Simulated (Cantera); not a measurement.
**Equilibrium for hydrogen reduction and annealing atmospheres: V2O5 + H2**

Charge: 1 mol V2O5, 200 mol H2, equilibrated at 92.0 mbar.

Cantera equilibrium calculation (NASA polynomials, part measured and part estimated; ideal gas, pure solids and liquids). Candidate condensed phases: H2O, V, VO, V2O3, V2O4, V2O5; 12 gas species. Mutual solubility and eutectic melting of coexisting phases are not modelled. VO: taken at fixed stoichiometry. Condensed phases not in the tables: the oxides between V2O3 and V2O5 other than VO2. Equilibrium is a limit: real reactors are often held back by kinetics, nucleation or transport.

From 975 K to 1675 K the condensed part is V2O3(s). At 1775 K the condensed part is VO(s) + V2O3(s).

```
T (K)   x H2    x H2O       x H     x VO2      x OH      x VO       x V  n V2O3(s)  n VO(s)
-----  -----  -------  --------  --------  --------  --------  --------  ---------  -------
975    0.990   0.0100   3.75e-9    <1e-12    <1e-12    <1e-12    <1e-12       1.00        0
1075   0.990   0.0100   4.81e-8    <1e-12  1.84e-12    <1e-12    <1e-12       1.00        0
1175   0.990   0.0100   4.02e-7    <1e-12  2.83e-11    <1e-12    <1e-12       1.00        0
1275   0.990  0.01000   2.42e-6  8.01e-12  2.84e-10    <1e-12    <1e-12       1.00        0
1375   0.990  0.01000   1.12e-5  2.16e-10   2.04e-9  4.86e-12    <1e-12       1.00        0
1475   0.990  0.01000   4.25e-5   3.66e-9   1.13e-8  1.57e-10    <1e-12       1.00        0
1575   0.990  0.01000  0.000136   4.28e-8   5.00e-8   3.21e-9  1.19e-11      1.000        0
1675   0.990  0.01000  0.000381   3.68e-7   1.86e-7   4.51e-8  3.24e-10      1.000        0
1775   0.986   0.0131  0.000948   2.81e-6   7.83e-7   4.05e-7   3.99e-9      0.382     1.24
```
x: gas mole fraction; n: condensed amount in mol.
